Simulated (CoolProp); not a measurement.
C3F8 (R218) at 293.15 K and 0.476 MPa is compressed adiabatically to 1.03 MPa with isentropic efficiency 0.6. Each further row changes one setting.

Model: reference Helmholtz-energy equation of state, Lemmon 2006, in CoolProp. It is a short technical equation, of lower accuracy than the large ones.

| case | work (kJ/kg) | final temperature (K) | final density (kg/m³) |
|---|---|---|---|
| as stated | (withheld) | (withheld) | (withheld) |
| efficiency 1 | (withheld) | 311.7 | 97.5 |
| efficiency 0.65 | (withheld) | (withheld) | 93.9 |

Some entries are withheld; supply them.


- as stated, work (kJ/kg): 14.3
- as stated, final temperature (K): 317.6
- as stated, final density (kg/m³): 93.1
- efficiency 1, work (kJ/kg): 8.56
- efficiency 0.65, work (kJ/kg): 13.2
- efficiency 0.65, final temperature (K): 316.4
